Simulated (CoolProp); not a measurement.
Vapour-liquid equilibrium of n-butane (1) + R113 (2) at 303.6 K; x and y are mole fractions of (1).

Model: multi-fluid Helmholtz-energy mixture model, Bücker 2006 and Marx 1992; pair parameters Bell 2016, in CoolProp.

Q: Give the bubble pressure and the first vapour's composition at x = 0.15, 0.75, 0.85. Is there an azeotrope?

A: x = 0.15: 0.09878 MPa, y = 0.511; x = 0.75: 0.2346 MPa, y = 0.923; x = 0.85: 0.2552 MPa, y = 0.955. No azeotrope shows between x = 0.05 and 0.95.

The pair parameters rest on a limited set of measurements; away from them the model extrapolates.
